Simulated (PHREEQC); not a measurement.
Solution (25 °C): 0.1 mol/kgw Cu(NO3)2, 3.1e-05 mol/kgw HBF4 and 0.066 mol/kgw FeCl3. Closed to the air; pH follows from the charge balance.

Computed with PHREEQC (ion-association model, phreeqc.dat).

```
quantity                   before    after
------------------------  -------  -------
pH                           1.95     1.91
ionic strength (mol/kgw)    0.569    0.281
FeCl+2 (mol/kgw)           0.0266   0.0271
Fe+3 (mol/kgw)             0.0216   0.0189
FeOH+2 (mol/kgw)          0.00511  0.00424
Fe2(OH)2+4 (mol/kgw)      0.00388  0.00464
SI of Goethite (FeOOH)      +4.11    +4.06
SI of Hematite (Fe2O3)     +10.24   +10.13
```

### Question
What was changed between the two runs?
(A) 0.0016 mol/kgw NaOH added
(B) temperature from 25 to 5 °C
(C) Cu(NO3)2 left out
(D) HBF4 left out

### Answer
C, Cu(NO3)2 left out

No solid was allowed to form. Some of these states are supersaturated (in Hematite (slow to form), Goethite (slow to form), for instance). Real BF4- forms and hydrolyses slowly; the run takes it at equilibrium. Fluoro complexes past AlF4- and FeF3 are missing from the database.
